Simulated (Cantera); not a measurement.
Input: 1 mol BN, 12 mol NF₃, at 1473.15 K and 0.133 bar.

Cantera equilibrium calculation (NASA polynomials, part measured and part estimated; ideal gas, pure solids and liquids). Candidate condensed phases: B, BN; 13 gas species. Kinetics and transport are ignored.

Base state: F 0.798, N₂ 0.163, BF₃ 0.0251, F₂ 0.0146 (mole fractions); condensed: gas only.

Task: What changes in the equilibrium state with this change: NF₃ from 12 to 1.1 mol?

Result: 
```
species  before     after
-------  ------  --------
N₂        0.163     0.447
BF₃      0.0251     0.426
F         0.798     0.127
F₂       0.0146  0.000369
```

Task: What changes in the equilibrium state with this change: temperature from 1473.15 K to 1300 K?

Result: 
```json
[
 {"species": "F", "before": "0.798", "after": "0.727"},
 {"species": "N₂", "before": "0.163", "after": "0.172"},
 {"species": "F₂", "before": "0.0146", "after": "0.0741"},
 {"species": "BF₃", "before": "0.0251", "after": "0.0265"},
 {"species": "NF₃", "before": "2.82e-7", "after": "1.31e-5"}
]
```

Task: What changes in the equilibrium state with this change: pressure from 0.133 bar to 2.20 mbar?

Result: 
```tsv
species	before	after
F	0.798	0.815
N₂	0.163	0.161
BF₃	0.0251	0.0247
F₂	0.0146	0.000251
```
